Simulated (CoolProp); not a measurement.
R11 along the isotherm 334.7 K: Z from the reference equation and from simpler models built on Tc = 471.1 K, pc = 4.408 MPa, ω = 0.189; each cubic takes its own stable root.

Computed with CoolProp (reference Helmholtz-energy equation of state, Jacobsen 1992).

```
p (MPa)   phase  reference
-------  ------  ---------
0.184       gas     0.9563
0.367    liquid    0.01308
0.551    liquid    0.01962
0.735    liquid    0.02616
0.918    liquid    0.03266
1.1      liquid    0.03912
1.29     liquid    0.04585
1.47     liquid    0.05222
1.65     liquid    0.05859
1.84     liquid    0.06530
2.02     liquid    0.07165
2.2      liquid    0.07800
```

How far does each simpler model (van der Waals, Peng-Robinson) lie from the reference over these 12 states: mean and median of the absolute difference, and the worst?


- van der Waals: mean 1479.8 %, median 58.2 %, worst +7101.1 % at 334.7 K and 0.367 MPa
- Peng-Robinson: mean 5.6 %, median 6.1 %, worst -6.2 % at 334.7 K and 2.2 MPa

At some of these states van der Waals gives the other phase, because its saturation line lies elsewhere.
